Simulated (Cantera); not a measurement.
An adiabatic, constant-volume homogeneous reactor starts with 5.38 % CH4, 19.9 % O2, 74.7 % N2, equivalence ratio 0.54, at 1200 K and 0.880 bar.

Model: GRI-Mech 3.0 (53 species, 325 reactions), integrated in Cantera.

x: mole fraction; the columns are a selection and need not sum to one.

| t (s) | T (K) | P (bar) | x CH4 | x O2 | x NO2 | x HO2 | x H2O2 | x H |
|---|---|---|---|---|---|---|---|---|
| 8.00e-6 | 1200 | 0.880 | 0.0538 | 0.199 | <1e-12 | [?] | 4.29e-12 | 8.59e-12 |
| 2.48e-5 | 1200 | 0.880 | 0.0538 | 0.199 | <1e-12 | [?] | 4.01e-11 | 1.05e-11 |
| 7.67e-5 | 1200 | 0.880 | 0.0538 | 0.199 | <1e-12 | [?] | 3.57e-10 | 1.69e-11 |
| 0.000237 | 1200 | 0.880 | 0.0538 | 0.199 | <1e-12 | [?] | 2.76e-9 | 4.01e-11 |
| 0.000734 | 1200 | 0.880 | 0.0538 | 0.199 | <1e-12 | [?] | 1.52e-8 | 1.59e-10 |
| 0.00227 | 1200 | 0.880 | 0.0538 | 0.199 | <1e-12 | [?] | 4.43e-8 | 1.15e-9 |
| 0.00704 | 1200 | 0.880 | 0.0537 | 0.199 | <1e-12 | [?] | 7.65e-8 | 4.85e-9 |
| 0.0218 | 1205 | 0.884 | 0.0530 | 0.198 | <1e-12 | [?] | 5.23e-7 | 3.34e-8 |
| 0.0674 | 2468 | 1.82 | <1e-12 | 0.0836 | 9.91e-6 | 7.69e-6 | 2.59e-7 | 0.000593 |
| 0.209 | 2467 | 1.82 | <1e-12 | 0.0834 | 1.04e-5 | 7.65e-6 | 2.58e-7 | 0.000589 |
| 0.646 | 2467 | 1.82 | <1e-12 | 0.0834 | 1.04e-5 | 7.65e-6 | 2.58e-7 | 0.000589 |
| 2.00 | 2467 | 1.82 | <1e-12 | 0.0834 | 1.04e-5 | 7.65e-6 | 2.58e-7 | 0.000589 |

### Question
Complete the blanks.

### Answer

- 8.00e-6, x HO2: 3.45e-9
- 2.48e-5, x HO2: 1.07e-8
- 7.67e-5, x HO2: 3.28e-8
- 0.000237, x HO2: 9.89e-8
- 0.000734, x HO2: 2.81e-7
- 0.00227, x HO2: 5.89e-7
- 0.00704, x HO2: 9.33e-7
- 0.0218, x HO2: 4.14e-6
